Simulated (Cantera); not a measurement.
A perfectly stirred reactor is fed with 1.19 % C2H6, 98.8 % N2, at 0.320 bar; it is held at 1350 K, and followed from long to short residence time.

Cantera simulation using GRI-Mech 3.0 (53 species, 325 reactions); the numbers are that mechanism's predictions, not measurements. GRI-Mech 3.0 stops at C3 and has no aromatics, soot or wall deposition, so with more carbon than oxygen in the feed, carbon stays in small species such as C2H2 where larger ones or solid carbon would form.

x: mole fraction; the columns are a selection and need not sum to one.

```json
[
 {"τ (s)": "17", "x C2H6": "1.59e-5", "x CH4": "0.00303", "x CH3": "6.61e-6", "x CH2": "4.76e-10", "x HCN": "1.67e-8"},
 {"τ (s)": "5.0", "x C2H6": "3.46e-5", "x CH4": "0.00267", "x CH3": "9.40e-6", "x CH2": "1.08e-9", "x HCN": "1.93e-8"},
 {"τ (s)": "1.4", "x C2H6": "7.92e-5", "x CH4": "0.00240", "x CH3": "1.38e-5", "x CH2": "2.53e-9", "x HCN": "2.18e-8"},
 {"τ (s)": "0.41", "x C2H6": "___", "x CH4": "0.00230", "x CH3": "___", "x CH2": "___", "x HCN": "2.29e-8"},
 {"τ (s)": "0.12", "x C2H6": "0.000463", "x CH4": "0.00229", "x CH3": "3.31e-5", "x CH2": "1.30e-8", "x HCN": "2.29e-8"},
 {"τ (s)": "0.034", "x C2H6": "0.00127", "x CH4": "0.00214", "x CH3": "5.64e-5", "x CH2": "3.02e-8", "x HCN": "2.22e-8"},
 {"τ (s)": "0.0098", "x C2H6": "0.00344", "x CH4": "0.00153", "x CH3": "9.68e-5", "x CH2": "6.25e-8", "x HCN": "2.00e-8"},
 {"τ (s)": "0.0028", "x C2H6": "0.00744", "x CH4": "0.000626", "x CH3": "0.000141", "x CH2": "8.95e-8", "x HCN": "1.48e-8"},
 {"τ (s)": "0.00081", "x C2H6": "___", "x CH4": "___", "x CH3": "0.000141", "x CH2": "___", "x HCN": "___"}
]
```

Q: Complete the blanks.

A: 
- 0.41, x C2H6: 0.000185
- 0.41, x CH3: 2.08e-5
- 0.41, x CH2: 5.72e-9
- 0.00081, x C2H6: 0.0105
- 0.00081, x CH4: 0.000156
- 0.00081, x CH2: 7.66e-8
- 0.00081, x HCN: 8.63e-9
